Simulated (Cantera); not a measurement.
Input: 1 mol Ta(OEt)5, a varied amount of O2, equilibrated at 4.50e-6 bar.

Equilibrium computed with Cantera from the NASA thermochemical tables; the gas is ideal and each condensed phase is pure. Candidate condensed phases: C, C6H6, C7H8, C8H18, H2O, Ta, TaC, Ta2O5; 113 gas species. The feed counts by its element totals alone. Mutual solubility and eutectic melting of coexisting phases are not modelled. TaC: taken at fixed stoichiometry. Condensed phases not in the tables: Ta2C, N, O or C dissolved in the metal. Rates play no part.

Stable condensed phases, one row left out:

```
T in K \ n(O2) in mol
         0.098  0.27  0.44  0.61  0.78  0.95   1.1   1.3   1.5   1.6   1.8     2   2.1
   2673      A     A     A     A     A     A     A     A     A     A     A     A     B
   2623      A     A     A     A     A     A     A     A     A     A     A     A     B
   2573      A     A     A     A     A     A     A     A     A     A     A     A     B
   2523      A     A     A     A     A     A     A     A     A     A     A     A     B
   2473      A     A     A     A     A     A     A     A     A     A     A     A     B
   2423      C     A     A     A     A     A     A     A     A     A     A     A     B
   2373      C     C     C     C     C     C     C     A     A     A     A     A     B
   2273      C     C     C     C     C     C     C     C     C     C     C     A     B
   2223      C     C     C     C     C     C     C     C     C     C     C     A     B
   2173      C     C     C     C     C     C     C     C     C     C     C     A     B
   2123      C     C     C     C     C     C     C     C     C     C     C     A     B
   2073      C     C     C     C     C     C     C     C     C     C     C     A     B
```

A: TaC; B: Ta + TaC; C: C + TaC.

Q: Give the row for 2323 K.

A: 0.098: C + TaC; 0.27: C + TaC; 0.44: C + TaC; 0.61: C + TaC; 0.78: C + TaC; 0.95: C + TaC; 1.1: C + TaC; 1.3: C + TaC; 1.5: C + TaC; 1.6: C + TaC; 1.8: TaC; 2: TaC; 2.1: Ta + TaC.
